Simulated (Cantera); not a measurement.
Charge: 1 mol HgO, 2.1 mol N2, held at 1.00 bar.

Equilibrium computed with Cantera from the NASA thermochemical tables; the gas is ideal and each condensed phase is pure. Candidate condensed phases: Hg, HgO; 10 gas species. The numbers say what is thermodynamically allowed, not how fast it happens.

**Question.** Which condensed phases are stable at each of these points (T (°C)): 300, 400, 500, 600, 700, 800, 900, 1000, 1100, 1200?

**Answer.** 
```
T (°C)  condensed phases  Hg condensed (%)
------  ----------------  ----------------
300               HgO(s)              97.9
400               HgO(s)              33.0
500             gas only               0.0
600             gas only               0.0
700             gas only               0.0
800             gas only               0.0
900             gas only               0.0
1000            gas only               0.0
1100            gas only               0.0
1200            gas only               0.0
```

From 300 °C to 400 °C the condensed part is HgO(s). From 500 °C to 1200 °C nothing is condensed.
